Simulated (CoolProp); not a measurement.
Properties of nitrous oxide along the isotherm 500 K (Tc = 309.5 K, pc = 7.245 MPa, ω = 0.161).

Model: reference Helmholtz-energy equation of state, Lemmon 2006, in CoolProp. It is a short technical equation, of lower accuracy than the large ones.

| p (MPa) | phase | density (kg/m³) | cp (kJ/(kg K)) | cv (kJ/(kg K)) | Joule-Thomson coefficient (K/MPa) | isothermal compressibility (1/MPa) |
|---|---|---|---|---|---|---|
| 1.21 | gas | 12.94 | 1.059 | 0.8567 | 3.362 | 0.8349 |
| 2.41 | gas | 26.04 | 1.077 | 0.8603 | 3.312 | 0.4233 |
| 3.62 | gas | 39.51 | 1.096 | 0.8638 | 3.259 | 0.2845 |
| 4.83 | gas | 53.24 | 1.115 | 0.8674 | 3.205 | 0.2151 |
| 6.04 | gas | 67.22 | 1.135 | 0.8709 | 3.147 | 0.1735 |
| 7.24 | gas | 81.33 | 1.155 | 0.8744 | 3.086 | 0.1458 |
| 8.45 | supercritical | 95.80 | 1.176 | 0.8779 | 3.022 | 0.1258 |
| 9.66 | supercritical | 110.5 | 1.197 | 0.8813 | 2.954 | 0.1107 |
| 10.9 | supercritical | 125.8 | 1.220 | 0.8848 | 2.880 | 0.09866 |
| 12.1 | supercritical | 140.8 | 1.242 | 0.8880 | 2.805 | 0.08922 |
| 13.3 | supercritical | 155.9 | 1.264 | 0.8912 | 2.727 | 0.08137 |
| 14.5 | supercritical | 171.2 | 1.286 | 0.8943 | 2.644 | 0.07472 |
| 15.7 | supercritical | 186.6 | 1.307 | 0.8973 | 2.559 | 0.06897 |
| 16.9 | supercritical | 202.1 | 1.329 | 0.9002 | 2.471 | 0.06392 |
| 18.1 | supercritical | 217.6 | 1.349 | 0.9030 | 2.380 | 0.05944 |
